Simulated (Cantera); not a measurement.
Charge: 1 mol CuO, 4.6 mol C, 11 mol H2, at 0.133 bar.

These are equilibrium values from Cantera (NASA tables, ideal gas, pure condensed phases), not measurements of a reactor. Candidate condensed phases: C, C6H6, C7H8, C8H18, Cu, CuO, Cu(OH)2, Cu2O, H2O; 113 gas species. Kinetics and transport are ignored.

x: gas mole fraction; n: condensed amount in mol.

| T (K) | x H2 | x CO | x Cu | x H | x C2H2 (acetylene) | x Cu2 | x CH4 | n C(graphite) | n Cu(l) |
|---|---|---|---|---|---|---|---|---|---|
| 1548 | 0.916 | 0.0833 | 0.000135 | 8.07e-5 | 1.44e-5 | 7.13e-8 | 0.000230 | 3.60 | 0.998 |
| 1648 | 0.916 | 0.0833 | … | … | … | … | … | 3.60 | 0.993 |
| 1748 | 0.914 | 0.0831 | 0.00219 | 0.000598 | 0.000103 | 3.32e-6 | 0.000102 | 3.60 | 0.974 |
| 1848 | 0.909 | 0.0827 | 0.00697 | 0.00138 | 0.000234 | 1.63e-5 | 7.25e-5 | 3.59 | 0.915 |
| 1948 | 0.895 | 0.0816 | 0.0197 | 0.00293 | 0.000482 | 6.77e-5 | 5.23e-5 | 3.59 | 0.757 |
| 2048 | 0.864 | 0.0789 | 0.0499 | 0.00570 | 0.000906 | 0.000242 | 3.73e-5 | 3.58 | 0.361 |
| 2148 | 0.835 | 0.0765 | 0.0759 | 0.0104 | 0.00160 | 0.000327 | 2.74e-5 | 3.56 | 0 |
| 2248 | 0.827 | 0.0762 | 0.0758 | … | … | … | … | 3.53 | 0 |
| 2348 | 0.814 | 0.0758 | 0.0755 | 0.0305 | 0.00445 | 0.000127 | 1.72e-5 | 3.48 | 0 |
| 2448 | 0.794 | 0.0751 | 0.0749 | 0.0486 | 0.00687 | 8.23e-5 | 1.38e-5 | 3.41 | 0 |
| 2548 | 0.767 | 0.0741 | 0.0740 | 0.0742 | 0.0101 | 5.47e-5 | 1.09e-5 | 3.32 | 0 |

Complete the blanks.


- 2248, x H: 0.0183
- 2248, x C2H2 (acetylene): 0.00274
- 2248, x Cu2: 0.000200
- 2248, x CH4: 2.16e-5
- 1648, x Cu: 0.000592
- 1648, x H: 0.000233
- 1648, x C2H2 (acetylene): 4.10e-5
- 1648, x Cu2: 5.50e-7
- 1648, x CH4: 0.000150
